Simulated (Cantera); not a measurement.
What does this Cantera script print?

```python
import numpy as np
import cantera as ct

gas_names = """
    H HO2 H2 H2O H2O2 O OH O2 O3 V VO VO2
""".split()
cond_names = """
    H2O(s) H2O(L) V(cr) V(L) VO(s) VO(L) V2O3(s) V2O3(L) V2O4(I) V2O4(II) V2O4(L) V2O5(s) V2O5(L)
""".split()


# ... load() reads the species with a 1 bar reference pressure and builds the phases ...
atoms = {
    'V2O3': {'V': 2, 'O': 3},
    'H2': {'H': 2},
}
top_T = {}  # K; cautious upper limits of use, not melting points


# ... equilibrate(T, P, feed) seeds the gas with the atoms and calls Mixture.equilibrate('TP', solver="vcs", rtol=1e-11, max_steps=5000) ...
results = []
feed = {'V2O3': 1, 'H2': 15}  # mol
T = 2125  # K
for P in [10, 36, 130, 460, 1700, 6000, 22000, 77000, 280000, 1000000]:
    mix = equilibrate(T, P, feed)
    results.append((T, P, feed, dict(zip(mix.species_names, mix.species_moles))))

top = {s: max(r[3][s] / sum(r[3][g] for g in gas_names) for r in results) for s in gas_names}
cols = sorted((s for s in top if top[s] > 0.001), key=lambda s: -top[s])[:6]
seen = [c for c in cond_names if any(r[3].get(c, 0) > 1e-12 for r in results)]
print("log10 of partial pressures in bar; condensed amounts in mol")
print(f"{'P/Pa':>10s}" + "".join(f"{s[:9]:>10s}" for s in cols + seen))
for T, P, feed, n in results:
    ng = sum(n[g] for g in gas_names)
    print(f"{P:10.4g}" + "".join(f"{np.log10(max(n[s] / ng * P / 1e5, 1e-99)):10.3f}" for s in cols)
          + "".join(f"{n.get(c, 0):10.4g}" for c in seen))
```

Result:

```
log10 of partial pressures in bar; condensed amounts in mol
      P/Pa        H2         H       VO2       H2O        VO         V     VO(L)   V2O3(s)
        10    -4.214    -4.547    -5.297    -6.376    -5.337    -6.347         0         0
        36    -3.571    -4.226    -4.747    -5.556    -4.965    -6.152    0.5324         0
       130    -2.963    -3.921    -4.318    -4.517    -4.965    -6.582     1.248         0
       460    -2.391    -3.635    -4.062    -3.690    -4.965    -6.838     1.666         0
      1700    -1.805    -3.343    -4.058    -3.100    -4.965    -6.842     1.502    0.2046
      6000    -1.250    -3.065    -4.058    -2.545    -4.965    -6.842      1.46    0.2577
   2.2e+04    -0.683    -2.781    -4.058    -1.977    -4.965    -6.842     1.449    0.2719
   7.7e+04    -0.137    -2.508    -4.058    -1.432    -4.965    -6.842     1.448    0.2753
   2.8e+05     0.425    -2.228    -4.058    -0.870    -4.965    -6.842     1.447     0.276
     1e+06     0.978    -1.951    -4.058    -0.317    -4.965    -6.842     1.448    0.2761
```

Equilibrium computed with Cantera from the NASA thermochemical tables; the gas is ideal and each condensed phase is pure. Mutual solubility and eutectic melting of coexisting phases are not modelled. VO: taken at fixed stoichiometry. Condensed phases not in the tables: the oxides between V2O3 and V2O5 other than VO2.
